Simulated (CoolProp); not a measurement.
Saturation properties of R1234ze(E) (Tc = 382.5 K, pc = 3.635 MPa, ω = 0.313).

Computed with CoolProp (reference Helmholtz-energy equation of state, Thol 2016).

```csv
T (K),p (MPa),liquid density (kg/m³),liquid cp (kJ/(kg K)),liquid viscosity (µPa s)
256.3,0.1110,1288,1.286,319
260.5,0.1324,1276,1.293,302
264.6,0.1562,?,?,286
268.8,0.1839,1253,1.309,271
273,0.2154,1241,1.318,257
277.1,0.2499,1229,1.327,244
281.3,0.2895,1216,1.337,231
285.5,?,1203,1.348,219
289.6,0.3817,1190,1.359,209
293.8,0.4361,1177,1.372,198
298,0.4963,1164,1.385,188
302.1,0.5608,1150,1.399,179
```

Task: Some entries are withheld; supply them.

Result: 
- 264.6, liquid density (kg/m³): 1265
- 264.6, liquid cp (kJ/(kg K)): 1.301
- 285.5, p (MPa): 0.3337

It boils at 254.2 K under 1 atm.

Viscosity comes from a separate model (Bell 2016), an estimate that may be off by 10 % or more.
